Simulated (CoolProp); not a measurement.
A simple Rankine cycle with chloromethane (R40): condensing at 304.15 K, boiler at 3.14 MPa, turbine inlet 373.4 K, turbine efficiency 0.8, pump efficiency 0.7, no recuperator. Each further row changes one setting.

The numbers come from the reference Helmholtz-energy equation of state, Thol 2014 in CoolProp.

```csv
case,thermal efficiency (%),net work (kJ/kg),heat in (kJ/kg),turbine exit temperature (K),volume ratio over the turbine
as stated,12.1,45.5,376,304.1,4.34
turbine inlet 393.4 K,(withheld),(withheld),408,304.1,(withheld)
condensing temperature 296.15 K,(withheld),52.3,389,296.1,5.36
boiler pressure 2.2 MPa,9.9,(withheld),404,304.1,2.85
turbine efficiency 0.7,(withheld),39.3,376,304.1,4.42
```

Q: What belongs in the gaps?

A: 
- turbine inlet 393.4 K, thermal efficiency (%): 12.4
- turbine inlet 393.4 K, net work (kJ/kg): 50.8
- turbine inlet 393.4 K, volume ratio over the turbine: 4.03
- condensing temperature 296.15 K, thermal efficiency (%): 13.4
- boiler pressure 2.2 MPa, net work (kJ/kg): 40.2
- turbine efficiency 0.7, thermal efficiency (%): 10.4

The expansion ends wet for: as stated; turbine inlet 393.4 K; condensing temperature 296.15 K; boiler pressure 2.2 MPa; turbine efficiency 0.7.
